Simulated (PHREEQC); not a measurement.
Dissolve 3.5 mmol/kgw Al2(SO4)3 and 0.1 mmol/kgw CuSO4 at 25 °C. Closed to the air; pH follows from the charge balance.

Equilibrium calculation in PHREEQC: ion-association model, phreeqc.dat.

Problem. The ionic strength comes out as 0.0189 mol/kgw. What activity coefficients do AlOH+2, HSO4-, SO4-2, AlSO4+, Cu+2 get?

Solution. AlOH+2 0.60, HSO4- 0.87, SO4-2 0.59, AlSO4+ 0.87, Cu+2 0.60.

Precipitation was switched off in this run. Examples of supersaturated solids here: Gibbsite (slow to form). Others may be too. Species that the database lacks are ignored.
